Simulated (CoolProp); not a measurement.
Model: reference Helmholtz-energy equation of state, Smukala 2000, in CoolProp.

For ethylene, give the phase and the speed of sound (m/s), Joule-Thomson coefficient (K/MPa), isothermal compressibility (1/MPa) at 159.9 K and 11.2 MPa; 159.9 K and 19.6 MPa; 159.9 K and 25.2 MPa.


- 159.9 K and 11.2 MPa: liquid; speed of sound 1460, Joule-Thomson coefficient -0.469, isothermal compressibility 0.00134
- 159.9 K and 19.6 MPa: liquid; speed of sound 1510, Joule-Thomson coefficient -0.485, isothermal compressibility 0.00121
- 159.9 K and 25.2 MPa: liquid; speed of sound 1540, Joule-Thomson coefficient -0.493, isothermal compressibility 0.00114
